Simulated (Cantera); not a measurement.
Source: NASA polynomial tables (part measured, part estimated), evaluated in Cantera. Values are per mole of reaction as written; species without (g) are pure solids or liquids, kept so even where they would boil at 1 bar.

Q: Between 450 and 540 K, where is each reaction favourable under standard conditions?
- 2 TiCl₃ + Cl₂(g) ⇌ 2 TiCl₄
- TiCl₄(g) ⇌ TiCl₃ + Cl(g)

A: 
- 2 TiCl₃ + Cl₂(g) ⇌ 2 TiCl₄: ΔG° is -168 kJ at 450 K and -171 kJ at 540 K; it stays negative (K > 1). ΔH° is -151 kJ and ΔS° 37 J/K at 540 K.
- TiCl₄(g) ⇌ TiCl₃ + Cl(g): ΔG° is 184 kJ at 450 K and 188 kJ at 540 K; it stays positive (K < 1). ΔH° is 168 kJ and ΔS° -37 J/K at 540 K.
